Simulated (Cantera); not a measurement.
An adiabatic, constant-pressure homogeneous reactor starts with CO : H2 : CH4 : O2 : N2 : H2O = 1 : 1.3 : 0.038 : 1.51 : 6.96 : 0.57 (molar parts), equivalence ratio 0.81, at 1200 K and 11.0 bar. Integrator tolerance rtol = 1e-08.

Model: GRI-Mech 3.0 (53 species, 325 reactions), integrated in Cantera.

Q: What does this change do: initial temperature 1200 to 1223 K?

A: 
| quantity | before | after |
|---|---|---|
| time of steepest temperature rise | 0.119 ms | 73.9 µs |
| temperature at 7.00 s | 2576 K | 2590 K |
| equilibrium temperature | 2576 K | 2590 K |
| x(CO) at 7.00 s | 0.00922 (gas-phase equilibrium 0.00922) | 0.00977 (gas-phase equilibrium 0.00977) |
| x(H2) at 7.00 s | 0.00286 (gas-phase equilibrium 0.00286) | 0.00303 (gas-phase equilibrium 0.00303) |
| x(CH4) at 7.00 s | <1e-12 (gas-phase equilibrium <1e-12) | <1e-12 (gas-phase equilibrium <1e-12) |
| x(C2H4) at 7.00 s | <1e-12 (gas-phase equilibrium <1e-12) | <1e-12 (gas-phase equilibrium <1e-12) |
| x(CH2) at 7.00 s | <1e-12 (gas-phase equilibrium <1e-12) | <1e-12 (gas-phase equilibrium <1e-12) |
| x(OH) at 7.00 s | 0.00808 (gas-phase equilibrium 0.00808) | 0.00840 (gas-phase equilibrium 0.00840) |
